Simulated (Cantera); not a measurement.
A perfectly stirred reactor is fed with CH4 : N2 = 1 : 1.2 (molar parts), at 7900 Pa; it is held at 1498 K, and followed from long to short residence time.

Computed with Cantera and GRI-Mech 3.0 (53 species, 325 reactions). GRI-Mech 3.0 stops at C3 and has no aromatics, soot or wall deposition, so with more carbon than oxygen in the feed, carbon stays in small species such as C2H2 where larger ones or solid carbon would form.

One state of this run: x CH4 = 0.448; x C2H4 = 0.00162; x CH3 = 0.000431; x C2H6 = 0.000331; x C2H = 8.41e-11; x HCN = 3.63e-12; x CH2 = 1.60e-8. x: mole fraction; the columns are a selection and need not sum to one.

Which value of τ (s) does it belong to?
A) 0.041
B) 7.5
C) 0.011
D) 0.56

A, 0.041
